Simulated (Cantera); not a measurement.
# Premixed flame

A freely propagating, adiabatic, planar premixed flame of 37.9 % H2, 10.5 % O2, 37.9 % N2, 13.6 % H2O, unburnt at 550 K and 0.132 atm; multicomponent+Soret transport, grid criteria slope 0.08 and curve 0.16, no radiation.

Cantera simulation using the H2/O2 subset of GRI-Mech 3.0, which has no nitrogen chemistry; the numbers are that mechanism's predictions, not measurements. Burning velocities carry a grid error of a few per cent, more on coarse grids.

```json
[
 {"z (mm)": "-16.5", "T (K)": "550", "u (m/s)": "5.13", "x H2": "0.379", "x O2": "0.105", "x H2O": "0.136", "x HO2": "<1e-8", "x OH": "<1e-8", "x H2O2": "<1e-8"},
 {"z (mm)": "-11.0", "T (K)": "550", "u (m/s)": "5.13", "x H2": "0.379", "x O2": "0.105", "x H2O": "0.136", "x HO2": "<1e-8", "x OH": "<1e-8", "x H2O2": "<1e-8"},
 {"z (mm)": "-8.25", "T (K)": "550", "u (m/s)": "5.13", "x H2": "0.379", "x O2": "0.105", "x H2O": "0.136", "x HO2": "<1e-8", "x OH": "<1e-8", "x H2O2": "<1e-8"},
 {"z (mm)": "-5.50", "T (K)": "550", "u (m/s)": "5.13", "x H2": "0.379", "x O2": "0.105", "x H2O": "0.136", "x HO2": "3.46e-7", "x OH": "<1e-8", "x H2O2": "<1e-8"},
 {"z (mm)": "-2.75", "T (K)": "560", "u (m/s)": "5.20", "x H2": "0.374", "x O2": "0.106", "x H2O": "0.138", "x HO2": "8.60e-5", "x OH": "2.96e-5", "x H2O2": "1.48e-6"},
 {"z (mm)": "-1.37", "T (K)": "708", "u (m/s)": "6.43", "x H2": "0.347", "x O2": "0.102", "x H2O": "0.154", "x HO2": "5.59e-5", "x OH": "0.000305", "x H2O2": "2.18e-6"},
 {"z (mm)": "0", "T (K)": "1063", "u (m/s)": "9.45", "x H2": "0.247", "x O2": "0.0657", "x H2O": "0.233", "x HO2": "1.84e-5", "x OH": "0.00148", "x H2O2": "3.56e-7"},
 {"z (mm)": "1.37", "T (K)": "1301", "u (m/s)": "11.5", "x H2": "0.153", "x O2": "0.0136", "x H2O": "0.333", "x HO2": "3.22e-6", "x OH": "0.00372", "x H2O2": "4.23e-7"},
 {"z (mm)": "2.75", "T (K)": "1396", "u (m/s)": "12.3", "x H2": "0.141", "x O2": "0.00443", "x H2O": "0.352", "x HO2": "9.60e-7", "x OH": "0.00463", "x H2O2": "3.95e-7"},
 {"z (mm)": "5.50", "T (K)": "1498", "u (m/s)": "13.1", "x H2": "0.147", "x O2": "0.00295", "x H2O": "0.357", "x HO2": "5.74e-7", "x OH": "0.00550", "x H2O2": "3.28e-7"},
 {"z (mm)": "11.0", "T (K)": "1610", "u (m/s)": "14.0", "x H2": "0.155", "x O2": "0.00226", "x H2O": "0.361", "x HO2": "4.01e-7", "x OH": "0.00610", "x H2O2": "2.16e-7"},
 {"z (mm)": "22.0", "T (K)": "1723", "u (m/s)": "14.8", "x H2": "0.162", "x O2": "0.00153", "x H2O": "0.367", "x HO2": "2.57e-7", "x OH": "0.00617", "x H2O2": "1.19e-7"},
 {"z (mm)": "44.0", "T (K)": "1827", "u (m/s)": "15.6", "x H2": "0.169", "x O2": "0.000890", "x H2O": "0.372", "x HO2": "1.52e-7", "x OH": "0.00557", "x H2O2": "6.08e-8"}
]
```
x: mole fraction of selected species; z is measured from the peak of heat release.

The laminar burning velocity is 513 cm/s and the thermal thickness is 5.50 mm. The peak x(HO2) is 8.94e-5 and the peak x(OH) comes out as 0.00622. The peak x(H2O2) is 2.87e-6 and the grid points comes out as 139.
